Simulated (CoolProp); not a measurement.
Vapour-liquid equilibrium of ethanol (1) + cyclohexane (2) at 106.15 °C; x and y are mole fractions of (1).

Model: multi-fluid Helmholtz-energy mixture model, Schroeder 2014 and Zhou 2014; pair parameters Bell 2016, in CoolProp.

Give the bubble pressure and the first vapour's composition at x = 0.05, 0.8, 0.95. Is there an azeotrope?

x = 0.05: 0.2533 MPa, y = 0.215; x = 0.8: 0.3440 MPa, y = 0.681; x = 0.95: 0.3001 MPa, y = 0.880. y crosses x between x = 0.5 and 0.65: the model has an azeotrope there.

Pair parameters are fitted to limited data, so mixtures are less certain than the pure fluids. With so large a gap from Raoult's law the liquid may split in two, which this calculation doesn't test in full.
